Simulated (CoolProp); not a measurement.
Toluene along the isobar 4760 kPa: fugacity coefficient from the reference equation and from simpler models built on Tc = 318.6 °C, pc = 4126 kPa, ω = 0.266; each cubic takes its own stable root.

Values from CoolProp's reference Helmholtz-energy equation of state, Lemmon 2006. It is a short technical equation, of lower accuracy than the large ones.

| T (°C) | phase | reference | Redlich-Kwong | Soave-Redlich-Kwong | Peng-Robinson |
|---|---|---|---|---|---|
| 243.55 | liquid | 0.2823 | 0.3400 | ___ | 0.2865 |
| 251.55 | liquid | 0.3099 | 0.3667 | 0.3274 | 0.3146 |
| 259.45 | liquid | 0.3383 | 0.3937 | 0.3575 | 0.3435 |
| 267.35 | liquid | 0.3678 | 0.4211 | 0.3886 | ___ |
| 275.35 | liquid | 0.3986 | ___ | 0.4209 | 0.4045 |
| 283.25 | liquid | 0.4298 | 0.4770 | 0.4534 | 0.4358 |
| 291.25 | liquid | 0.4620 | 0.5053 | 0.4868 | 0.4680 |
| 299.15 | liquid | 0.4943 | ___ | 0.5198 | 0.4999 |
| 307.15 | liquid | 0.5272 | 0.5607 | ___ | 0.5319 |
| 315.05 | liquid | 0.5594 | 0.5873 | 0.5850 | 0.5628 |
| 323.05 | supercritical | 0.5913 | 0.6130 | ___ | 0.5925 |
| 330.95 | supercritical | 0.6202 | 0.6362 | 0.6426 | ___ |
| 338.95 | supercritical | 0.6422 | 0.6556 | 0.6637 | 0.6389 |
| 346.85 | supercritical | 0.6602 | 0.6713 | ___ | 0.6560 |

Task: Fill in the missing entries.

Result: 
- 243.55, Soave-Redlich-Kwong: 0.2981
- 267.35, Peng-Robinson: 0.3734
- 275.35, Redlich-Kwong: 0.4491
- 299.15, Redlich-Kwong: 0.5330
- 307.15, Soave-Redlich-Kwong: 0.5530
- 323.05, Soave-Redlich-Kwong: 0.6157
- 330.95, Peng-Robinson: 0.6184
- 346.85, Soave-Redlich-Kwong: 0.6813
